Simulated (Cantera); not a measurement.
Input: 1 mol Si₃N₄, 2.1 mol H₂O, 14 mol H₂, equilibrated at 1223 K and 10000 Pa.

These are equilibrium values from Cantera (NASA tables, ideal gas, pure condensed phases), not measurements of a reactor. Candidate condensed phases: H₂O, Si, SiO₂, Si₂N₂O, Si₃N₄; 35 gas species. Mutual solubility and eutectic melting of coexisting phases are not modelled. The tables hold silica as quartz up to 1696 K and as liquid above; real silica turns to tridymite and cristobalite and melts near 1996 K. Equilibrium is a limit: real reactors are often held back by kinetics, nucleation or transport.

Base state: H₂ 0.958, N₂ 0.0416, H₂O 5.72e-5 (mole fractions); condensed: SiO₂(β-quartz) + Si₂N₂O(s).

Task: What changes in the equilibrium state with this change: pressure from 10000 Pa to 0.280 Pa?

Result: 
```json
[
 {"species": "H₂", "before": "0.958", "after": "0.937"},
 {"species": "N₂", "before": "0.0416", "after": "0.0463"},
 {"species": "SiO", "before": "1.46e-8", "after": "0.0166"},
 {"species": "H", "before": "9.31e-7", "after": "0.000174"},
 {"species": "H₂O", "before": "5.72e-5", "after": "1.76e-6"},
 {"species": "SiO₂(β-quartz), mol", "before": "0.399", "after": "0.305"},
 {"species": "Si₂N₂O(s), mol", "before": "1.30", "after": "1.20"}
]
```
